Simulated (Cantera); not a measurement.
An adiabatic, constant-pressure homogeneous reactor starts with CH₃OH : O₂ : N₂ = 1 : 1.88 : 7.05 (molar parts), equivalence ratio 0.80, at 1750 K and 9.40 bar. Integrator tolerance rtol = 1e-08.

Computed with Cantera and GRI-Mech 3.0 (53 species, 325 reactions). GRI-Mech 3.0 was tuned for natural gas; its chemistry of methanol as a main component is partial and can be far from experiment.

```tsv
quantity	before	after
time of steepest temperature rise	5.21 µs	4.38 µs
temperature at 3.00 s	2895 K	3076 K
equilibrium temperature	2895 K	3076 K
x(CH₃OH) at 3.00 s	<1e-12 (gas-phase equilibrium <1e-12)	<1e-12 (gas-phase equilibrium <1e-12)
x(O₂) at 3.00 s	0.0378 (gas-phase equilibrium 0.0378)	0.0382 (gas-phase equilibrium 0.0382)
x(CH₃) at 3.00 s	<1e-12 (gas-phase equilibrium <1e-12)	<1e-12 (gas-phase equilibrium <1e-12)
x(C₂H₄) at 3.00 s	<1e-12 (gas-phase equilibrium <1e-12)	<1e-12 (gas-phase equilibrium <1e-12)
x(C₂H) at 3.00 s	<1e-12 (gas-phase equilibrium <1e-12)	<1e-12 (gas-phase equilibrium <1e-12)
x(C₂H₆) at 3.00 s	<1e-12 (gas-phase equilibrium <1e-12)	<1e-12 (gas-phase equilibrium <1e-12)
```

**Question.** Name the change that produced these shifts.
A) initial temperature 1750 to 1525 K
B) constant volume in place of constant pressure
C) pressure from 9.40 bar to 0.630 bar
D) CH3OH 1 to 1.6 parts

**Answer.** B, constant volume in place of constant pressure
